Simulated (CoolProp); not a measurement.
Values from CoolProp's reference Helmholtz-energy equation of state, Leachman 2009.

Q: Give the vapour pressure (MPa), vapour viscosity (µPa s), liquid conductivity (mW/(m K)) of saturated normal hydrogen at 29.9, 31.2, 32.5 K.

A: 
| T (K) | p (MPa) | vapour viscosity (µPa s) | liquid conductivity (mW/(m K)) |
|---|---|---|---|
| 29.9 | 0.791 | 1.70 | 94.9 |
| 31.2 | 0.971 | 1.90 | 91.5 |
| 32.5 | 1.18 | 2.25 | 90.7 |

Viscosity comes from a separate model (Muzny 2013). Thermal conductivity comes from a separate model (Assael 2011).
